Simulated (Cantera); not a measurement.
A Cantera script and its output.

```python
import numpy as np
import cantera as ct

gas = ct.Solution("gri30.yaml")


def delay(T, t_max=10):
    gas.TPX = T, 190000, {'CH4': 1, 'H2': 0.17, 'O2': 1.1, 'N2': 7.57}
    reactor = ct.IdealGasReactor(gas, clone=False)
    net = ct.ReactorNet([reactor])
    net.rtol, net.atol = 1e-8, 1e-16
    while net.time < t_max:
        t_old, T_old = net.time, reactor.T
        net.step()
        if reactor.T > T + 400:  # ignition: a rise of 400 K
            return t_old + (T + 400 - T_old) / (reactor.T - T_old) * (net.time - t_old)
    return np.nan


taus = []
for T in [1150, 1250, 1350, 1450, 1550, 1650, 1750]:
    taus.append(delay(T))
    print(f"T0 = {T:6g} K   tau = {taus[-1]:.4e} s")
```

It prints:

```
T0 =   1150 K   tau = 2.1837e-02 s
T0 =   1250 K   tau = 8.3281e-03 s
T0 =   1350 K   tau = 3.1094e-03 s
T0 =   1450 K   tau = 1.1814e-03 s
T0 =   1550 K   tau = 4.7724e-04 s
T0 =   1650 K   tau = 2.1152e-04 s
T0 =   1750 K   tau = 1.0371e-04 s
```

Detailed kinetics in Cantera: GRI-Mech 3.0 (53 species, 325 reactions).
